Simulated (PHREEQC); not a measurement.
NaOH is added in steps, without added water, to 1 kg of water holding 0.0056 mol/kgw HF and 0.00032 mol/kgw CaCl2, at 20 °C. Oxygen is held at 0.21 atm. CO2 from the air is kept out. The run lets Fluorite, Portlandite, Halite precipitate or redissolve, and no other solid.

Base run: PHREEQC, ion-association model, wateq4f.dat. Each further column changes one thing. The table gives pH.

```
NaOH added (mol)   base  diluted 10-fold with water  HF left out  CaCl2 from 0.00032 to 3.2e-05 mol/kgw  no solid may form
----------------  -----  --------------------------  -----------  -------------------------------------  -----------------
0                  2.72                        3.44         7.08                                   2.77               2.78
0.0025             3.16                       11.43        11.54                                   3.22               3.22
0.0055             4.87                       11.83        11.87                                   4.91               4.91
0.008             11.51                       12.00        12.03                                  11.51              11.50
0.0105            11.81                       12.12        12.14                                  11.81              11.81
0.0135            12.01                       12.23        12.24                                  12.01              12.01
0.016             12.13                       12.30        12.31                                  12.13              12.13
```

 In at least one series the solution becomes supersaturated in solids that the run did not let form, among them Fluorite. Solids allowed in the column 'HF left out': Portlandite, Halite.
